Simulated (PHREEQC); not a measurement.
Consider water at 25 °C and 300 atm with 4.3 mmol/kgw K2HPO4 and 0.0012 mmol/kgw Ca(HCO3)2. Closed to the air; pH follows from the charge balance.

Computed with PHREEQC (ion-association model, phreeqc.dat).

```yaml
pH: 9.13
ionic_strength: 0.0128 mol/kgw
specific_conductance: 967 µS/cm
total_alkalinity: 4.30 meq/kg
```

| species | molality | activity | log γ |
|---|---|---|---|
| K+ | 0.00856 | 0.00763 | -0.050 |
| HPO4-2 | 0.00423 | 0.00272 | -0.192 |
| KHPO4- | 3.55e-5 | 3.18e-5 | -0.047 |
| H2PO4- | 2.70e-5 | 2.42e-5 | -0.047 |
| OH- | 1.96e-5 | 1.74e-5 | -0.050 |
| PO4-3 | 6.41e-6 | 2.29e-6 | -0.446 |
| HCO3- | 2.14e-6 | 1.92e-6 | -0.047 |
| CaPO4- | 7.46e-7 | 6.69e-7 | -0.047 |
| CO3-2 | 2.60e-7 | 1.68e-7 | -0.190 |
| Ca+2 | 2.42e-7 | 1.56e-7 | -0.190 |
| CaHPO4 | 2.11e-7 | 2.12e-7 | 0.001 |
| CO2 | 2.31e-9 | 2.32e-9 | 0.001 |

This is a speciation only: nothing precipitates in the calculation. Under pressure, the constants of complexes without a molar volume in the database are unreliable.
